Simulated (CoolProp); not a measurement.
The fluid at 298.15 K and 8.81 MPa expands adiabatically to 1.7 MPa with isentropic efficiency 0.8. The same conditions are run with several fluids, on thermodynamics alone (safety and materials aside).

Values from CoolProp's reference Helmholtz-energy equation of state of each fluid (oxygen: Schmidt 1985; dry air: Lemmon 2000; nitrogen: Span 2000; carbon monoxide: Lemmon 2006; CF4 (R14): Platzer 1990). The equations of Platzer and Polt are older, rougher fits. Blends and air are pseudo-pure fits.

```json
[
 {"fluid": "oxygen", "work (kJ/kg)": "[?]", "final temperature (K)": "201.7", "final density (kg/m³)": "34.2"},
 {"fluid": "dry air", "work (kJ/kg)": "85.7", "final temperature (K)": "202.6", "final density (kg/m³)": "[?]"},
 {"fluid": "nitrogen", "work (kJ/kg)": "[?]", "final temperature (K)": "203.0", "final density (kg/m³)": "[?]"},
 {"fluid": "carbon monoxide", "work (kJ/kg)": "88.3", "final temperature (K)": "202.2", "final density (kg/m³)": "[?]"},
 {"fluid": "CF4 (R14)", "work (kJ/kg)": "23.1", "final temperature (K)": "[?]", "final density (kg/m³)": "[?]"}
]
```

What belongs in the gaps?


- oxygen, work (kJ/kg): 75.6
- dry air, final density (kg/m³): 30.4
- nitrogen, work (kJ/kg): 89.3
- nitrogen, final density (kg/m³): 29.2
- carbon monoxide, final density (kg/m³): 29.6
- CF4 (R14), final temperature (K): 222.3
- CF4 (R14), final density (kg/m³): 99.9
